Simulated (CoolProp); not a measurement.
Vapour-liquid equilibrium of toluene (1) + n-decane (2) at 913 kPa; x and y are mole fractions of (1).

Values from CoolProp's multi-fluid Helmholtz-energy mixture model, Lemmon 2006 and Lemmon 2006; pair parameters Bell 2016.

| x | bubble temperature (K) | y at the bubble point | dew temperature at overall composition x (K) | liquid density (mol/L) |
|---|---|---|---|---|
| 0.05 | 554.4 | 0.096 | 556.7 | 3.457 |
| 0.15 | 544.6 | 0.276 | 551.5 | 3.730 |
| 0.25 | 534.9 | ? | 546.1 | 4.021 |
| 0.35 | 525.8 | 0.567 | ? | 4.330 |
| 0.45 | 517.5 | 0.674 | 533.9 | 4.660 |
| 0.55 | 510.0 | ? | 527.0 | ? |
| 0.65 | 503.3 | 0.830 | ? | ? |
| 0.75 | 497.3 | 0.888 | 510.9 | 5.835 |
| 0.85 | 491.9 | 0.937 | 501.3 | ? |
| 0.95 | 486.9 | 0.980 | ? | 6.867 |

Some entries are withheld; supply them.


- 0.25, y at the bubble point: 0.435
- 0.35, dew temperature at overall composition x (K): 540.2
- 0.55, y at the bubble point: 0.760
- 0.55, liquid density (mol/L): 5.016
- 0.65, dew temperature at overall composition x (K): 519.4
- 0.65, liquid density (mol/L): 5.405
- 0.85, liquid density (mol/L): 6.318
- 0.95, dew temperature at overall composition x (K): 490.4

No azeotrope shows between x = 0.05 and 0.95.

Pair parameters are fitted to limited data, so mixtures are less certain than the pure fluids.
